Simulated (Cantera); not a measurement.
Standard-state values (1 bar) from the NASA 1993 polynomials, evaluated with Cantera. Values are per mole of reaction as written; species without (g) are pure solids or liquids, kept so even where they would boil at 1 bar.

10 H(g) + P₄O₁₀ ⇌ 5 H₂O₂(g) + 2 P₂(g)

```json
[
 {"T (K)": "300", "ΔH° (kJ)": "[?]", "ΔS° (J/K)": "[?]", "ΔG° (kJ)": "[?]", "log10 K": "[?]"},
 {"T (K)": "498", "ΔH° (kJ)": "402.3", "ΔS° (J/K)": "148.0", "ΔG° (kJ)": "328.6", "log10 K": "-34.47"},
 {"T (K)": "523", "ΔH° (kJ)": "397.6", "ΔS° (J/K)": "138.7", "ΔG° (kJ)": "325.0", "log10 K": "-32.46"},
 {"T (K)": "548", "ΔH° (kJ)": "392.7", "ΔS° (J/K)": "129.7", "ΔG° (kJ)": "321.7", "log10 K": "-30.66"},
 {"T (K)": "573", "ΔH° (kJ)": "387.8", "ΔS° (J/K)": "120.8", "ΔG° (kJ)": "318.5", "log10 K": "-29.04"},
 {"T (K)": "598", "ΔH° (kJ)": "382.7", "ΔS° (J/K)": "112.1", "ΔG° (kJ)": "315.6", "log10 K": "-27.57"},
 {"T (K)": "623", "ΔH° (kJ)": "[?]", "ΔS° (J/K)": "[?]", "ΔG° (kJ)": "[?]", "log10 K": "[?]"},
 {"T (K)": "648", "ΔH° (kJ)": "[?]", "ΔS° (J/K)": "[?]", "ΔG° (kJ)": "[?]", "log10 K": "[?]"}
]
```

Task: Some entries are withheld; supply them.

Result: 
- 300, ΔH° (kJ): 435.5
- 300, ΔS° (J/K): 232.0
- 300, ΔG° (kJ): 365.9
- 300, log10 K: -63.71
- 623, ΔH° (kJ): 377.5
- 623, ΔS° (J/K): 103.7
- 623, ΔG° (kJ): 312.9
- 623, log10 K: -26.24
- 648, ΔH° (kJ): 372.2
- 648, ΔS° (J/K): 95.3
- 648, ΔG° (kJ): 310.4
- 648, log10 K: -25.02
